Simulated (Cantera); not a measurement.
A diamond (100) surface in a fixed gas of H2 with x(CH4) = 0.022, x(CH3) = 0.00016, at 950 K, 0.0260 bar; coverages are run to steady state.

Model: the Harris–Goodwin 1993 mechanism for the reconstructed diamond (100) surface, integrated in Cantera.

θ: site fractions in the mechanism's names (c6HH fully hydrogenated, c6H* and c6*H radical sites, c6** diradical, c6HM methylated).

| x(H) | growth (µm/h) | θ c6HH | θ c6H* | θ c6*H | θ c6** | θ c6HM |
|---|---|---|---|---|---|---|
| 0.0001 | [?] | 0.425 | 0.00851 | 0.202 | 0.00215 | 0.278 |
| 0.00022 | [?] | 0.471 | 0.00988 | 0.235 | 0.00336 | 0.215 |
| 0.0005 | [?] | 0.531 | 0.0114 | 0.271 | 0.00463 | 0.139 |
| 0.0011 | [?] | 0.580 | 0.0126 | 0.299 | 0.00557 | 0.0787 |
| 0.0025 | 1.56 | 0.612 | 0.0134 | 0.318 | 0.00617 | 0.0390 |
| 0.0057 | 1.66 | 0.629 | 0.0138 | 0.327 | 0.00648 | 0.0181 |
| 0.013 | 1.70 | 0.637 | 0.0140 | 0.332 | 0.00664 | 0.00817 |
| 0.029 | 1.72 | 0.640 | 0.0142 | 0.334 | 0.00671 | 0.00371 |
| 0.064 | 1.73 | 0.642 | 0.0144 | 0.335 | 0.00676 | 0.00169 |

**Question.** Some entries are withheld; supply them.

**Answer.** 
- 0.0001, growth (µm/h): 0.446
- 0.00022, growth (µm/h): 0.759
- 0.0005, growth (µm/h): 1.11
- 0.0011, growth (µm/h): 1.39
